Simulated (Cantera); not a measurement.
Feed: 1 mol FeS2, 3.7 mol SO3, 0.62 mol CO2, equilibrated at 500 °C and 1130 Torr.

Method: chemical equilibrium by Gibbs-energy minimisation in Cantera with the NASA 1993 tables (ideal gas, pure condensed phases). Candidate condensed phases: C, Fe, Fe(CO)5, FeO, FeS, FeSO4, FeS2, Fe2O3, Fe2(SO4)3, Fe3O4, S; 25 gas species. Gases not in the tables: S3 to S7. Rates play no part.

Base state: SO2 0.891, CO2 0.109, S2 0.000591, S2O 0.000265 (mole fractions); condensed: FeS2(s) + Fe3O4(s).

Task: What changes in the equilibrium state with this change: FeS2 replaced by MgCO3?

Result: 
```tsv
species	before	after
SO3	1.69e-8	0.559
CO2	0.109	0.366
SO2	0.891	0.0501
O2	<1e-9	0.0250
S2	0.000591	<1e-9
S2O	0.000265	<1e-9
FeS2(s), mol	0.303	0
Fe3O4(s), mol	0.232	0
MgSO4(s), mol	0	1.00
```
Further candidate phases: Mg, MgCO3, MgO, MgS, MgSO4.
